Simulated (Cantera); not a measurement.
Standard-state values (1 bar) from the NASA 1993 polynomials, evaluated with Cantera. Values are per mole of reaction as written; species without (g) are pure solids or liquids, kept so even where they would boil at 1 bar.

Between 425 and 1025 K, where is each reaction favourable under standard conditions?
- 2 N2O(g) + 3 SO2(g) → 3 S + 4 NO2(g)
- 2 S + 6 NO(g) → 2 SO3(g) + 3 N2(g)


- 2 N2O(g) + 3 SO2(g) → 3 S + 4 NO2(g): ΔG° is 917 kJ at 425 K and 962 kJ at 1025 K; it stays positive (K < 1). ΔH° is 900 kJ and ΔS° -61 J/K at 1025 K.
- 2 S + 6 NO(g) → 2 SO3(g) + 3 N2(g): ΔG° is -1236 kJ at 425 K and -1066 kJ at 1025 K; it stays negative (K > 1). ΔH° is -1365 kJ and ΔS° -292 J/K at 1025 K.
